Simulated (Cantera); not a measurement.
Charge: 1 mol CS2, 4.5 mol H2O, 4.1 mol N2, 0.14 mol SO2, at 17.0 mbar.

Equilibrium computed with Cantera from the NASA thermochemical tables; the gas is ideal and each condensed phase is pure. Candidate condensed phases: C, C6H6, C7H8, C8H18, H2O, H2SO4, S; 150 gas species. Kinetics and transport are ignored.

x: gas mole fraction; nothing condenses.

```
T (°C)   x N2     x H   x H2   x H2O    x SO    x CO   x SO2     x S       x O     x S2     x OH    x CO2
------  -----  ------  -----  ------  ------  ------  ------  ------  --------  -------  -------  -------
1877    0.360  0.0150  0.215   0.166  0.0446  0.0764  0.0542  0.0112   7.33e-5   0.0336  0.00149   0.0115
1952    0.356  0.0232  0.218   0.155  0.0528  0.0767  0.0538  0.0150  0.000176   0.0268  0.00238   0.0102
2027    0.351  0.0346  0.217   0.144  0.0605  0.0766  0.0528  0.0193  0.000402   0.0204  0.00370  0.00908
2102    0.346  0.0499  0.213   0.134  0.0671  0.0762  0.0511  0.0235  0.000882   0.0148  0.00559  0.00821
2177    0.339  0.0699  0.206   0.124  0.0722  0.0754  0.0489  0.0275   0.00186   0.0103  0.00824  0.00751
2252    0.332  0.0948  0.194   0.113  0.0756  0.0742  0.0460  0.0310   0.00377  0.00689   0.0118  0.00691
2327    0.323       ?  0.180       ?  0.0774  0.0727       ?       ?         ?        ?        ?        ?
2402    0.312       ?      ?       ?  0.0774  0.0708       ?       ?         ?        ?        ?        ?
2477    0.300   0.199  0.144  0.0711  0.0757  0.0685  0.0321  0.0406    0.0231  0.00216   0.0264  0.00493
2552    0.285   0.241  0.124  0.0539  0.0722  0.0660  0.0255  0.0452    0.0367  0.00161   0.0302  0.00409
```

Task: Complete the blanks.

Result: 
- 2327, x H: 0.125
- 2327, x H2O: 0.101
- 2327, x SO2: 0.0424
- 2327, x S: 0.0340
- 2327, x O: 0.00731
- 2327, x S2: 0.00456
- 2327, x OH: 0.0163
- 2327, x CO2: 0.00632
- 2402, x H: 0.160
- 2402, x H2: 0.163
- 2402, x H2O: 0.0873
- 2402, x SO2: 0.0378
- 2402, x S: 0.0371
- 2402, x O: 0.0134
- 2402, x S2: 0.00307
- 2402, x OH: 0.0214
- 2402, x CO2: 0.00568
